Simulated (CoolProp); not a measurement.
Model: reference Helmholtz-energy equation of state, Akasaka 2019, in CoolProp.

**Question.** For R1234ze(Z), give the phase and the Z, cp (kJ/(kg K)) at 286 K and 6.09 MPa.

**Answer.** 
- 286 K and 6.09 MPa: liquid; Z 0.229, cp 1.22
